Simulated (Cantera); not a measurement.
A closed system holds: 1 mol Fe3O4, 0.63 mol C, 0.46 mol H2, held at 1777 °C and 133 Pa.

Method: chemical equilibrium by Gibbs-energy minimisation in Cantera with the NASA 1993 tables (ideal gas, pure condensed phases). Candidate condensed phases: C, C6H6, C7H8, C8H18, Fe, Fe(CO)5, FeO, Fe(OH)2, Fe(OH)3, Fe2O3, Fe3O4, H2O; 114 gas species. The tables' stoichiometric FeO is somewhat more stable than real wüstite, so its field is too wide. FeO: taken at fixed stoichiometry. Equilibrium is a limit: real reactors are often held back by kinetics, nucleation or transport.

Base state: CO 0.351, H2O 0.241, CO2 0.155, H2 0.115, Fe 0.106, H 0.0210, FeO 0.00501, OH 0.00484 (mole fractions); condensed: FeO(l).

**Question.** What changes in the equilibrium state with this change: temperature from 1777 °C to 875 °C?

**Answer.** 
| species | before | after |
|---|---|---|
| CO | 0.351 | 0.391 |
| H2 | 0.115 | 0.270 |
| CO2 | 0.155 | 0.187 |
| Fe | 0.106 | 2.67e-9 |
| H2O | 0.241 | 0.152 |
| H | 0.0210 | 1.02e-6 |
| Fe(OH)2 | 0.000119 | 2.84e-8 |
| FeO | 0.00501 | <1e-9 |
| OH | 0.00484 | 3.46e-9 |
| O | 0.000641 | <1e-9 |
| O2 | 0.000578 | <1e-9 |
| FeO(l), mol | 2.86 | 0 |
| FeO(s), mol | 0 | 3.00 |

**Question.** What changes in the equilibrium state with this change: C from 0.63 to 2.9 mol?

**Answer.** 
```csv
species,before,after
CO,0.351,0.449
Fe,0.106,0.407
CO2,0.155,0.0518
H2O,0.241,0.0257
H2,0.115,0.0467
H,0.0210,0.0134
O2,0.000578,3.93e-5
Fe(OH)2,0.000119,1.26e-5
OH,0.00484,0.000806
O,0.000641,0.000167
"FeO(l), mol",2.86,0.617
```

**Question.** What changes in the equilibrium state with this change: temperature from 1777 °C to 1000 °C?

**Answer.** 
| species | before | after |
|---|---|---|
| CO | 0.351 | 0.410 |
| H2 | 0.115 | 0.251 |
| H2O | 0.241 | 0.171 |
| Fe | 0.106 | 1.73e-7 |
| H | 0.0210 | 9.81e-6 |
| CO2 | 0.155 | 0.168 |
| Fe(OH)2 | 0.000119 | 2.04e-7 |
| FeO | 0.00501 | <1e-9 |
| O | 0.000641 | <1e-9 |
| O2 | 0.000578 | <1e-9 |
| FeO(l), mol | 2.86 | 0 |
| FeO(s), mol | 0 | 3.00 |
